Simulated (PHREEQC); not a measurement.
Make-up at 25 °C: 0.0023 mol CuSO4, 0.00026 mol HNO3, 0.00015 mol KCl and 0.00024 mol NaCl per kg of water. Closed to the air; pH follows from the charge balance.

Equilibrium calculation in PHREEQC: ion-association model, wateq4f.dat.

Precipitation was switched off in this run.

### Question
Order these S species by the share of S that they hold, largest first: SO4-2, CuSO4, HSO4-.

### Answer
SO4-2 (83 %), CuSO4 (16 %), HSO4- (1.3 %)

The pH is 3.67 and the ionic strength 0.00834 mol/kgw.
